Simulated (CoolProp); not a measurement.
Properties of dimethyl carbonate along the isotherm 171.15 °C (Tc = 283.9 °C, pc = 4909 kPa, ω = 0.346).

Model: reference Helmholtz-energy equation of state, Zhou 2011, in CoolProp.

```tsv
p (kPa)	phase	Z	isothermal compressibility (1/MPa)	fugacity coefficient
3070	liquid	0.08762	0.003562	0.2416
6140	liquid	0.1734	0.003215	0.1318
9200	liquid	0.2574	0.002936	0.09585
12300	liquid	0.3412	0.002704	0.07816
15300	liquid	0.4211	0.002515	0.06826
18400	liquid	0.5026	0.002348	0.06180
21500	liquid	0.5831	0.002203	0.05754
24500	liquid	0.6603	0.002081	0.05476
27600	liquid	0.7391	0.001969	0.05283
30700	liquid	0.8173	0.001869	0.05160
33700	liquid	0.8923	0.001783	0.05090
36800	liquid	0.9691	0.001702	0.05059
39900	liquid	1.045	0.001629	0.05062
43000	liquid	1.121	0.001562	0.05093
46000	liquid	1.194	0.001503	0.05147
49100	liquid	1.268	0.001447	0.05225
```
